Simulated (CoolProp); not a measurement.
Vapour-liquid equilibrium of dimethyl ether (1) + n-pentane (2) at -55.85 °C; x and y are mole fractions of (1).

Values from CoolProp's multi-fluid Helmholtz-energy mixture model, Wu 2011 and Thol 2019; pair parameters Bell 2016.

Task: Give the bubble pressure and the first vapour's composition at x = 0.15, 0.45, 0.65. Is there an azeotrope?

Result: x = 0.15: 0.003740 MPa, y = 0.811; x = 0.45: 0.01347 MPa, y = 0.969; x = 0.65: 0.01704 MPa, y = 0.982. No azeotrope shows between x = 0.05 and 0.95.

The pair parameters rest on a limited set of measurements; away from them the model extrapolates. The gap from Raoult's law changes sign with composition, which may be real or a fault of the pair parameters; it wasn't checked against measurements.
